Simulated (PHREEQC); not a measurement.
A solution holds 0.0061 mol/kgw Na2HAsO4 and 0.015 mol/kgw HCl, at 25 °C. Closed to the air; pH follows from the charge balance.

Model: ion-association model, wateq4f.dat, run in PHREEQC.

Each row changes one thing in this solution. This is a speciation only: nothing precipitates in the calculation.

```csv
case,pH,ionic strength (mol/kgw),H2AsO4- (mol/kgw),HAsO4-2 (mol/kgw)
as made,2.27,0.0182,0.00317,6.13e-8
Na2HAsO4 from 0.0061 to 0.00122 mol/kgw,1.93,0.0154,0.000401,3.45e-9
temperature from 25 to 50 °C,2.29,0.0179,0.00291,6.65e-8
HCl left out,9.09,0.0183,4.69e-5,0.00602
HCl from 0.015 to 0.0165 mol/kgw,2.19,0.0194,0.00289,4.71e-8
temperature from 25 to 55 °C,2.30,0.0179,0.00287,6.75e-8
```

Constants without temperature data keep their 25 °C values here.
